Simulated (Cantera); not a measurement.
Input: 1 mol Fe2O3, 14 mol Cl2, 3.6 mol O2, at 0.133 bar.

Method: chemical equilibrium by Gibbs-energy minimisation in Cantera with the NASA 1993 tables (ideal gas, pure condensed phases). Candidate condensed phases: Fe, FeCl2, FeCl3, FeO, Fe2O3, Fe3O4; 13 gas species. Condensed phases not in the tables: FeOCl. Equilibrium is a limit: real reactors are often held back by kinetics, nucleation or transport.

x: gas mole fraction; n: condensed amount in mol.

| T (K) | x Cl2 | x Cl | x O2 | x FeCl3 | x FeCl2 | x ClO | n Fe2O3(s) |
|---|---|---|---|---|---|---|---|
| 600 | 0.795 | 4.78e-8 | 0.205 | 7.20e-8 | <1e-12 | 2.83e-9 | 1.000 |
| 700 | 0.795 | 1.61e-6 | 0.205 | 6.05e-6 | 2.19e-10 | 5.18e-8 | 1.000 |
| 800 | 0.795 | ___ | 0.205 | ___ | ___ | ___ | 0.999 |
| 900 | 0.792 | 0.000180 | 0.206 | 0.00191 | 4.78e-6 | 2.51e-6 | 0.983 |
| 1000 | 0.773 | 0.000935 | 0.213 | 0.0127 | 0.000141 | 9.81e-6 | 0.886 |
| 1100 | 0.705 | 0.00349 | 0.240 | 0.0491 | 0.00191 | 3.02e-5 | 0.541 |
| 1200 | 0.602 | 0.0100 | 0.279 | 0.0978 | 0.0112 | 7.62e-5 | 0 |
| 1300 | 0.591 | 0.0261 | 0.275 | 0.0847 | 0.0230 | 0.000164 | 0 |
| 1400 | 0.568 | 0.0587 | 0.268 | 0.0668 | 0.0383 | 0.000312 | 0 |
| 1500 | ___ | ___ | 0.258 | ___ | ___ | ___ | 0 |
| 1600 | 0.457 | 0.203 | 0.244 | 0.0310 | 0.0646 | 0.000799 | 0 |
| 1700 | 0.365 | 0.318 | 0.226 | 0.0186 | 0.0704 | 0.00108 | 0 |
| 1800 | 0.264 | 0.444 | 0.208 | 0.0104 | 0.0716 | 0.00132 | 0 |

Some entries are withheld; supply them.


- 800, x Cl: 2.28e-5
- 800, x FeCl3: 0.000159
- 800, x FeCl2: 6.25e-8
- 800, x ClO: 4.58e-7
- 1500, x Cl2: 0.525
- 1500, x Cl: 0.116
- 1500, x FeCl3: 0.0477
- 1500, x FeCl2: 0.0534
- 1500, x ClO: 0.000528
